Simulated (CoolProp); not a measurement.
R125 along the isotherm 84.15 °C: fugacity coefficient from the reference equation and from simpler models built on Tc = 66.0 °C, pc = 36.18 bar, ω = 0.305; each cubic takes its own stable root.

The numbers come from the reference Helmholtz-energy equation of state, Lemmon 2005 in CoolProp.

| p (bar) | phase | reference | van der Waals | Redlich-Kwong | Soave-Redlich-Kwong |
|---|---|---|---|---|---|
| 1.13 | gas | 0.9911 | 0.9918 | 0.9909 | 0.9911 |
| 2.26 | gas | 0.9822 | 0.9837 | 0.9818 | 0.9823 |
| 3.39 | gas | 0.9734 | 0.9756 | 0.9727 | 0.9735 |
| 4.52 | gas | 0.9646 | 0.9674 | 0.9637 | 0.9648 |
| 5.65 | gas | 0.9558 | 0.9593 | 0.9547 | 0.9561 |
| 6.78 | gas | 0.9470 | 0.9512 | 0.9457 | 0.9474 |
| 7.91 | gas | 0.9383 | 0.9431 | 0.9368 | 0.9388 |
| 9.05 | gas | 0.9295 | 0.9350 | 0.9278 | 0.9301 |
| 10.2 | gas | 0.9207 | 0.9268 | 0.9188 | 0.9213 |
| 11.3 | gas | 0.9123 | 0.9189 | 0.9102 | 0.9130 |
| 12.4 | gas | 0.9039 | 0.9110 | 0.9016 | 0.9047 |
| 13.6 | gas | 0.8947 | 0.9025 | 0.8923 | 0.8957 |
| 14.7 | gas | 0.8864 | 0.8946 | 0.8838 | 0.8874 |
| 15.8 | gas | 0.8780 | 0.8868 | 0.8753 | 0.8792 |
| 17 | gas | 0.8690 | 0.8782 | 0.8660 | 0.8703 |
| 18.1 | gas | 0.8607 | 0.8704 | 0.8576 | 0.8621 |
